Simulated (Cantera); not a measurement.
Charge: 1 mol CH2F2, 0.11 mol CH4, held at 1.33 mbar.

Equilibrium computed with Cantera from the NASA thermochemical tables; the gas is ideal and each condensed phase is pure. Candidate condensed phases: C, C6H6, C7H8, C8H18; 95 gas species. The numbers say what is thermodynamically allowed, not how fast it happens.

log p: log10 of the partial pressure in bar; n: condensed amount in mol.

| T (K) | log p HF | log p H | log p H2 | log p F | n C(graphite) |
|---|---|---|---|---|---|
| 723 | -2.92 | <-14 | -3.88 | <-14 | 1.11 |
| 873 | -2.92 | -12.27 | -3.88 | <-14 | 1.11 |
| 1023 | -2.92 | -10.32 | -3.88 | <-14 | 1.11 |
| 1173 | -2.92 | -8.87 | -3.88 | -13.78 | 1.11 |
| 1323 | -2.92 | [?] | -3.88 | [?] | 1.11 |
| 1473 | -2.92 | -6.84 | -3.88 | -10.53 | 1.11 |
| 1623 | -2.92 | -6.10 | -3.88 | -9.35 | 1.11 |
| 1773 | -2.92 | -5.49 | -3.88 | -8.36 | 1.11 |
| 1923 | -2.92 | -4.98 | -3.90 | -7.53 | 1.11 |
| 2073 | -2.93 | -4.55 | -3.93 | -6.80 | 1.11 |
| 2223 | -2.93 | [?] | [?] | [?] | 1.11 |
| 2373 | -2.94 | -3.94 | -4.16 | -5.55 | 1.11 |
| 2523 | -2.96 | -3.76 | -4.40 | -4.97 | 1.10 |

Task: Some entries are withheld; supply them.

Result: 
- 2223, log p H: -4.20
- 2223, log p H2: -4.01
- 2223, log p F: -6.15
- 1323, log p H: -7.74
- 1323, log p F: -11.97
